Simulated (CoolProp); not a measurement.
Vapour-liquid equilibrium of propylene (1) + n-hexane (2) at 23.8 kPa; x and y are mole fractions of (1).

Model: multi-fluid Helmholtz-energy mixture model, Lemmon 2013 and Thol 2019; pair parameters Bell 2016, in CoolProp.

```csv
x,"bubble temperature, mixture model (°C)","bubble temperature, Raoult's law (°C)","y, mixture model","y, Raoult's law"
0.05,-24.1,-11.0,0.942,0.870
0.125,___,-33.4,0.987,0.973
0.2,___,-44.3,___,0.989
0.275,-55.0,-51.1,0.996,0.995
0.35,___,-56.1,0.997,0.997
0.425,-60.7,-59.9,0.998,0.998
0.5,-63.0,-63.0,0.998,0.999
0.575,___,-65.6,0.999,0.999
0.65,-67.3,-67.8,0.999,0.999
0.725,-69.3,-69.7,1.000,1.000
0.8,___,-71.4,1.000,1.000
0.875,-72.7,-72.9,1.000,1.000
0.95,-74.2,-74.2,1.000,1.000
```

Some entries are withheld; supply them.


- 0.125, bubble temperature, mixture model (°C): -43.5
- 0.2, bubble temperature, mixture model (°C): -50.8
- 0.2, y, mixture model: 0.993
- 0.35, bubble temperature, mixture model (°C): -58.1
- 0.575, bubble temperature, mixture model (°C): -65.2
- 0.8, bubble temperature, mixture model (°C): -71.1

The largest gap from Raoult's law is -13.1 K in bubble temperature, at x = 0.05. No azeotrope shows between x = 0.05 and 0.95.

The pair parameters rest on a limited set of measurements; away from them the model extrapolates. The gap from Raoult's law changes sign with composition, which may be real or a fault of the pair parameters; it wasn't checked against measurements. With so large a gap from Raoult's law the liquid may split in two, which this calculation doesn't test in full.
